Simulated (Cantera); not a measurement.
A closed system holds: 1 mol Al, a varied amount of N₂O, 610 mol H₂, equilibrated at 1525 °C and 10.0 Torr.

Cantera equilibrium calculation (NASA polynomials, part measured and part estimated; ideal gas, pure solids and liquids). Candidate condensed phases: Al, AlN, Al₂O₃, H₂O; 35 gas species. Rates play no part.

Question: At 9.7 mol N₂O, list the 4 most abundant gas species with their mole fractions, and the condensed phases.

Answer: H₂ 0.968, N₂ 0.0156, H₂O 0.0132, H 0.00300. Condensed: Al₂O₃(s).
